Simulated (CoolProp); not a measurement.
1000 sccm (0 °C, 1 atm) of nitrogen bubbles through liquid p-xylene at 343.5 K and leaves saturated at a total pressure of 0.15 MPa (ideal gas phase). Each further row changes one setting.

Computed with CoolProp (reference Helmholtz-energy equation of state, Zhou 2012).

```
case                      vapour pressure (kPa)  mole fraction of vapour  delivery (mg/min)  delivery (sccm)  change of delivery for a bath 1 K warmer (%)
------------------------  ---------------------  -----------------------  -----------------  ---------------  --------------------------------------------
as stated                                  10.7                        ?                362                ?                                           4.5
bath temperature 348.5 K                      ?                        ?                451                ?                                           4.4
total pressure 0.3 MPa                     10.7                        ?                  ?                ?                                           4.3
```

Problem. Fill in the missing entries.

Solution. 
- as stated, mole fraction of vapour: 0.0711
- as stated, delivery (sccm): 76.5
- bath temperature 348.5 K, vapour pressure (kPa): 13.0
- bath temperature 348.5 K, mole fraction of vapour: 0.0869
- bath temperature 348.5 K, delivery (sccm): 95.2
- total pressure 0.3 MPa, mole fraction of vapour: 0.0355
- total pressure 0.3 MPa, delivery (mg/min): 175
- total pressure 0.3 MPa, delivery (sccm): 36.8
